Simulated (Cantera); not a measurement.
Source: NASA polynomial tables (part measured, part estimated), evaluated in Cantera. Values are per mole of reaction as written; species without (g) are pure solids or liquids, kept so even where they would boil at 1 bar.

H2(g) + 4 TiCl4 + C2H2(g) ⇌ 2 CH2Cl2(g) + 4 TiCl3(g)

```json
[
 {"T (K)": "373", "ΔH° (kJ)": "621.8", "ΔS° (J/K)": "411.3", "ΔG° (kJ)": "468.4", "log10 K": "-65.59"},
 {"T (K)": "398", "ΔH° (kJ)": "615.9", "ΔS° (J/K)": "396.1", "ΔG° (kJ)": "458.3", "log10 K": "-60.15"},
 {"T (K)": "423", "ΔH° (kJ)": "[?]", "ΔS° (J/K)": "[?]", "ΔG° (kJ)": "[?]", "log10 K": "[?]"},
 {"T (K)": "448", "ΔH° (kJ)": "[?]", "ΔS° (J/K)": "[?]", "ΔG° (kJ)": "[?]", "log10 K": "[?]"},
 {"T (K)": "473", "ΔH° (kJ)": "599.2", "ΔS° (J/K)": "357.5", "ΔG° (kJ)": "430.1", "log10 K": "-47.50"},
 {"T (K)": "498", "ΔH° (kJ)": "593.8", "ΔS° (J/K)": "346.4", "ΔG° (kJ)": "421.3", "log10 K": "-44.19"},
 {"T (K)": "523", "ΔH° (kJ)": "[?]", "ΔS° (J/K)": "[?]", "ΔG° (kJ)": "[?]", "log10 K": "[?]"},
 {"T (K)": "548", "ΔH° (kJ)": "583.4", "ΔS° (J/K)": "326.4", "ΔG° (kJ)": "404.5", "log10 K": "-38.56"}
]
```

Question: Some entries are withheld; supply them.

Answer: 
- 423, ΔH° (kJ): 610.2
- 423, ΔS° (J/K): 382.1
- 423, ΔG° (kJ): 448.6
- 423, log10 K: -55.39
- 448, ΔH° (kJ): 604.6
- 448, ΔS° (J/K): 369.3
- 448, ΔG° (kJ): 439.2
- 448, log10 K: -51.21
- 523, ΔH° (kJ): 588.6
- 523, ΔS° (J/K): 336.1
- 523, ΔG° (kJ): 412.8
- 523, log10 K: -41.23
